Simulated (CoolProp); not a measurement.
Vapour-liquid equilibrium of n-butane (1) + R245fa (2) at 67.65 °C; x and y are mole fractions of (1).

Computed with CoolProp (multi-fluid Helmholtz-energy mixture model, Bücker 2006 and Akasaka 2015; pair parameters Bell 2016).

Question: Give the bubble pressure and the first vapour's composition at x = 0.05, 0.2, 0.65. Is there an azeotrope?

Answer: x = 0.05: 0.6640 MPa, y = 0.159; x = 0.2: 0.8447 MPa, y = 0.395; x = 0.65: 0.9734 MPa, y = 0.629. y crosses x between x = 0.5 and 0.65: the model has an azeotrope there.

Pair parameters are fitted to limited data, so mixtures are less certain than the pure fluids.
